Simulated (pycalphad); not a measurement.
**Effect of Si content in Mg-Si-Al**

Source of the numbers: pycalphad with the COST 507 light-alloy database (1999); pressure 1 atm. These are 1990s assessments: newer ones move some temperatures and phases. Phase fractions are per mole of atoms.

```tsv
alloy	liquidus (K)	first solid	solidus (K)	phases at 650 K
Mg-0.3Si-3.83Al (at.%)	899	HCP_A3	836	HCP_A3 0.99, MG2SI 0.01
Mg-0.89Si-3.83Al (at.%)	894	HCP_A3	835	HCP_A3 0.97, MG2SI 0.03
Mg-1.19Si-3.83Al (at.%)	(withheld)	MG2SI	(withheld)	(withheld)
Mg-2.38Si-3.83Al (at.%)	959	MG2SI	831	HCP_A3 0.93, MG2SI 0.07
Mg-3.57Si-3.83Al (at.%)	1005	MG2SI	828	HCP_A3 0.89, MG2SI 0.11
```

Question: Fill in the missing entries.

Answer: 
- Mg-1.19Si-3.83Al (at.%), liquidus (K): 892
- Mg-1.19Si-3.83Al (at.%), solidus (K): 834
- Mg-1.19Si-3.83Al (at.%), phases at 650 K: HCP_A3 0.96, MG2SI 0.04

Database names, with the compositions (at.%) that they take in these runs: MG2SI: Mg 67 Si 33. HCP_A3 is hcp.
